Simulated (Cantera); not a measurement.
Input: 1 mol Si, 1.6 mol Cl2, 3.4 mol H2, at 0.860 bar.

Cantera equilibrium calculation (NASA polynomials, part measured and part estimated; ideal gas, pure solids and liquids). Candidate condensed phases: Si; 19 gas species. Rates play no part.

Over these rows the condensed part is Si(s). Partial pressures as log10 of bar:

```tsv
T (K)	1000/T (1/K)	log p SiCl2	log p H2	log p SiCl4	log p SiHCl3
625	1.6000	-8.57	-0.17	-0.93	-1.19
675	1.4815	-7.57	-0.17	-0.92	-1.20
725	1.3793	-6.71	-0.17	-0.92	-1.21
775	1.2903	-5.97	-0.17	-0.92	-1.22
825	1.2121	-5.32	-0.17	-0.92	-1.23
875	1.1429	?	-0.17	-0.92	-1.24
```

Fit log p(SiCl2) = a + b·(1000/T) to the five rows, give the apparent enthalpy, and predict the row at 875 K.

Means: 1000/T = 1.3926, log p = -6.828. Sxy = -0.788791, Sxx = 0.0941404, so b = -8.38 and a = -6.828 − (-8.38)×1.3926 = 4.84.
Apparent enthalpy: −19.145 × (-8.38) = 160 kJ/mol. With the condensed phases at unit activity, 1/2 Si(s) + 1/2 SiCl4(g) = SiCl2(g) links this pressure to the main gases: over the six rows their terms move log p by +0.01 in all, so the slope is close to that reaction's ΔH°. The five rows lie within 0.01 of the line.
Prediction at 875 K: 4.84 + (-8.38)×1.1429 = -4.74. The computed value is -4.74, 0.00 from the line.
